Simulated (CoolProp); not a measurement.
Vapour-liquid equilibrium of R13 (1) + propylene (2) at 223 K; x and y are mole fractions of (1).

Computed with CoolProp (multi-fluid Helmholtz-energy mixture model, Platzer 1990 and Lemmon 2013; pair parameters Bell 2016). This equation is an older, rougher fit; its heat capacities, sound speeds and derivatives of the liquid may be far off and weren't checked against measurements.

```tsv
x	bubble pressure, mixture model (kPa)	bubble pressure, Raoult's law (kPa)	y, mixture model	y, Raoult's law
0.05	124.2	106.5	0.300	0.195
0.125	168.0	130.9	0.511	0.397
0.2	204.3	155.4	0.621	0.536
0.275	234.7	179.8	0.690	0.636
0.35	260.6	204.3	0.739	0.713
0.425	283.0	228.8	0.776	0.773
0.5	303.0	253.2	0.807	0.822
0.575	321.3	277.7	0.834	0.862
0.65	338.5	302.1	0.860	0.896
0.725	355.2	326.6	0.886	0.924
0.8	371.7	351.0	0.913	0.949
0.875	388.2	375.5	0.942	0.970
0.95	405.0	399.9	0.975	0.989
```

The largest gap from Raoult's law is +31.5 % in bubble pressure, at x = 0.2. No azeotrope shows between x = 0.05 and 0.95.

Pair parameters are fitted to limited data, so mixtures are less certain than the pure fluids.
